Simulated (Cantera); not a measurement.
Equilibrium for carbon deposition, reforming and gasification: CO + H2

Charge: 1 mol CO, 3.2 mol H2, equilibrated at 10.0 mbar.

Equilibrium computed with Cantera from the NASA thermochemical tables; the gas is ideal and each condensed phase is pure. Candidate condensed phases: C, C6H6, C7H8, C8H18, H2O; 110 gas species. The numbers say what is thermodynamically allowed, not how fast it happens.

```json
[
 {"T (°C)": "727", "log p H2": "-2.12", "log p CO": "-2.63", "log p H": "-9.70", "log p H2O": "-5.15", "log p CH4": "-5.26", "log p CO2": "-5.50", "n C(graphite)": "0.00201"},
 {"T (°C)": "777", "log p H2": "-2.12", "log p CO": "-2.62", "log p H": "-9.15", "log p H2O": "-5.48", "log p CH4": "-5.48", "log p CO2": "-5.92", "n C(graphite)": "0.000492"},
 {"T (°C)": "827", "log p H2": "-2.12", "log p CO": "-2.62", "log p H": "-8.65", "log p H2O": "-5.79", "log p CH4": "-5.68", "log p CO2": "-6.30", "n C(graphite)": "0"},
 {"T (°C)": "877", "log p H2": "-2.12", "log p CO": "-2.62", "log p H": "-8.19", "log p H2O": "-6.02", "log p CH4": "-5.92", "log p CO2": "-6.60", "n C(graphite)": "0"},
 {"T (°C)": "927", "log p H2": "-2.12", "log p CO": "-2.62", "log p H": "-7.76", "log p H2O": "-6.23", "log p CH4": "-6.14", "log p CO2": "-6.87", "n C(graphite)": "0"},
 {"T (°C)": "977", "log p H2": "-2.12", "log p CO": "-2.62", "log p H": "-7.37", "log p H2O": "-6.42", "log p CH4": "-6.34", "log p CO2": "-7.12", "n C(graphite)": "0"},
 {"T (°C)": "1027", "log p H2": "-2.12", "log p CO": "-2.62", "log p H": "-7.02", "log p H2O": "-6.59", "log p CH4": "-6.53", "log p CO2": "-7.35", "n C(graphite)": "0"},
 {"T (°C)": "1077", "log p H2": "-2.12", "log p CO": "-2.62", "log p H": "-6.68", "log p H2O": "-6.75", "log p CH4": "-6.70", "log p CO2": "-7.55", "n C(graphite)": "0"},
 {"T (°C)": "1127", "log p H2": "-2.12", "log p CO": "-2.62", "log p H": "-6.37", "log p H2O": "-6.90", "log p CH4": "-6.87", "log p CO2": "-7.74", "n C(graphite)": "0"},
 {"T (°C)": "1177", "log p H2": "-2.12", "log p CO": "-2.62", "log p H": "-6.08", "log p H2O": "-7.02", "log p CH4": "-7.04", "log p CO2": "-7.90", "n C(graphite)": "0"},
 {"T (°C)": "1227", "log p H2": "-2.12", "log p CO": "-2.62", "log p H": "-5.81", "log p H2O": "-7.12", "log p CH4": "-7.21", "log p CO2": "-8.04", "n C(graphite)": "0"},
 {"T (°C)": "1277", "log p H2": "-2.12", "log p CO": "-2.62", "log p H": "-5.56", "log p H2O": "-7.20", "log p CH4": "-7.39", "log p CO2": "-8.15", "n C(graphite)": "0"},
 {"T (°C)": "1327", "log p H2": "-2.12", "log p CO": "-2.62", "log p H": "-5.32", "log p H2O": "-7.26", "log p CH4": "-7.57", "log p CO2": "-8.24", "n C(graphite)": "0"},
 {"T (°C)": "1377", "log p H2": "-2.12", "log p CO": "-2.62", "log p H": "-5.10", "log p H2O": "-7.30", "log p CH4": "-7.75", "log p CO2": "-8.31", "n C(graphite)": "0"}
]
```
log p: log10 of the partial pressure in bar; n: condensed amount in mol.

From 727 °C to 777 °C the condensed part is C(graphite). From 827 °C to 1377 °C nothing is condensed. The main C-bearing gas is CO throughout.
